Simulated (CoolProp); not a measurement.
Vapour-liquid equilibrium of ethanol (1) + o-xylene (2) at 0.18 MPa; x and y are mole fractions of (1).

The numbers come from the multi-fluid Helmholtz-energy mixture model, Schroeder 2014 and Zhou 2012; pair parameters Bell 2016 in CoolProp.

Question: Give the bubble temperature and the first vapour's composition at x = 0.05, 0.55, 0.85. Is there an azeotrope?

Answer: x = 0.05: 135.7 °C, y = 0.560; x = 0.55: 99.7 °C, y = 0.886; x = 0.85: 95.9 °C, y = 0.939. No azeotrope shows between x = 0.05 and 0.95.

The pair parameters rest on a limited set of measurements; away from them the model extrapolates. With so large a gap from Raoult's law the liquid may split in two, which this calculation doesn't test in full.
